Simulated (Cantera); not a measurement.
## Cu + O2 + H2 (metals in furnace atmospheres)

Charge: 1 mol Cu, 0.005 mol O2, 22 mol H2, held at 133 Pa.

These are equilibrium values from Cantera (NASA tables, ideal gas, pure condensed phases), not measurements of a reactor. Candidate condensed phases: Cu, CuO, Cu(OH)2, Cu2O, H2O; 12 gas species. Rates play no part.

From 1075 K to 1325 K the condensed part is Cu(s). From 1375 K to 1475 K the condensed part is Cu(l). The main Cu-bearing gas is Cu throughout.

```tsv
T (K)	log p H2	log p Cu	log p H2O	log p H	n Cu(s)	n Cu(l)
1075	-2.88	-9.59	-6.22	-9.27	1.000	0
1125	-2.88	-8.87	-6.22	-8.79	1.000	0
1175	-2.88	-8.22	-6.22	-8.35	1.000	0
1225	-2.88	-7.62	-6.22	-7.94	1.000	0
1275	-2.88	-7.06	-6.22	-7.57	0.999	0
1325	-2.88	-6.55	-6.22	-7.22	0.995	0
1375	-2.88	-6.08	-6.22	-6.90	0	0.986
1425	-2.88	-5.66	-6.22	-6.60	0	0.964
1475	-2.88	-5.27	-6.22	-6.33	0	0.911
```
log p: log10 of the partial pressure in bar; n: condensed amount in mol.
